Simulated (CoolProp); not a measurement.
n-perfluorohexane at several states: Z from the reference equation and from simpler models built on Tc = 174.9 °C, pc = 1.742 MPa, ω = 0.497; each cubic takes its own stable root.

Values from CoolProp's reference Helmholtz-energy equation of state, Gao 2022.

```
T (°C)  p (MPa)   phase  reference  van der Waals  Redlich-Kwong  Peng-Robinson
------  -------  ------  ---------  -------------  -------------  -------------
-1.45     0.392  liquid    0.03347        0.06026        0.04101        0.03425
152.05    0.999     gas     0.6748         0.7555         0.7148         0.6721
56.95     0.181  liquid    0.01411         0.9327         0.9103        0.01445
-76.45     8.43  liquid     0.8812          1.566          1.074         0.9330
30.95     0.029     gas     0.9772         0.9877         0.9831         0.9782
26.85      3.28  liquid     0.2638         0.4570         0.3194         0.2677
```

At some of these states van der Waals, Redlich-Kwong gives the other phase, because its saturation line lies elsewhere.
